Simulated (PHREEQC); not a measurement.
Spent oxide etchant: an equilibrium model

Consider water at 20 °C with 13 mmol/kgw HF, 10 mmol/kgw H2SiF6, 0.036 mmol/kgw H3BO3 and 27 mmol/kgw H2SO4. Closed to the air; pH follows from the charge balance.

All values are PHREEQC results (ion-association model, wateq4f.dat), not measurements.

Each row changes one thing in this solution. This is a speciation only: nothing precipitates in the calculation.

```csv
case,pH,ionic strength (mol/kgw),HSO4- (mol/kgw),HF (mol/kgw),SO4-2 (mol/kgw),H2F2 (mol/kgw)
as made,1.33,0.0746,0.0184,0.0118,0.00865,0.000439
temperature from 20 to 40 °C,1.35,0.0697,0.0205,0.0133,0.00650,0.000268
0.0092 mol/kgw HNO3 added,1.27,0.0824,0.0190,0.0118,0.00800,0.000443
H2SiF6 replaced by KF at the same molality,1.59,0.0515,0.0148,0.0196,0.0118,0.00121
H2SiF6 replaced by (NH4)2SiF6 at the same molality,1.49,0.0785,0.0154,0.0117,0.0106,0.000431
diluted 2-fold with water,1.59,0.0402,0.00766,0.00634,0.00584,0.000126
```

Some of these states are supersaturated (in Quartz (slow to form), for instance). Away from 25 °C the constants follow the database's enthalpies or fits; those with neither stay at their 25 °C values. SiF6-2 is the database's only silicon fluoride. Real BF4- forms and hydrolyses slowly; the run takes it at equilibrium.
